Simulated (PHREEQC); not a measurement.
A solution holds 2.2 mol/kgw Na2CO3, 0.24 mol/kgw K2SO4 and 0.25 mol/kgw KBr, at 25 °C. Closed to the air; pH follows from the charge balance.

All values are PHREEQC results (Pitzer model, pitzer.dat), not measurements.

```json
[
 {"quantity": "pH", "before": "11.96", "after": "11.44"},
 {"quantity": "HCO3- (mol/kgw)", "before": "0.00809", "after": "0.00420"},
 {"quantity": "CO2 (mol/kgw)", "before": "2.02e-9", "after": "1.83e-8"},
 {"quantity": "SI of Mirabilite (Na2SO4:10H2O)", "before": "-1.01", "after": "-2.51"},
 {"quantity": "SI of Arcanite (K2SO4)", "before": "-1.16", "after": "-3.35"}
]
```

Question: Which change was made?
A. diluted 2-fold with water
B. KBr from 0.25 to 2.5 mol/kgw
C. temperature from 25 to 15 °C
D. K2SO4 from 0.24 to 0.264 mol/kgw
E. diluted 10-fold with water

Answer: E, diluted 10-fold with water

This is a speciation only: nothing precipitates in the calculation. In brines, pH and single-ion activities rest on the MacInnes convention.
